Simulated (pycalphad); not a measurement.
CALPHAD calculation (pycalphad, COST 507 light-alloy database (1999)), 1 atm. These are 1990s assessments: newer ones move some temperatures and phases. Phase fractions are per mole of atoms.

### Question
Give the equilibrium state of Sn-12.02Si (wt.%) at 447 °C.

### Answer
```
T = 720.00 K, P = 101325 Pa, N = 1 mol of atoms
G = -35801 J/mol, H = 15749 J/mol, S = 71.60 J/(mol K)  (SER reference)
chemical potentials (J/mol): Sn -45930, Si -18255
phase             fraction      x(Sn)      x(Si)
LIQUID              0.6341     0.9999   9.11e-05
DIAMOND_A4          0.3659   3.89e-07     1.0000
```

### Question
Give the equilibrium state of Sn-12.02Si (wt.%) at 227 °C.

### Answer
bct (Sn), fraction 0.634, with no Si wt.%; diamond (Si), fraction 0.366, with >99.99 Si wt.%.

DIAMOND_A4 is diamond (Si). An entry "none" or "no" means that the model of the phase leaves that element out.
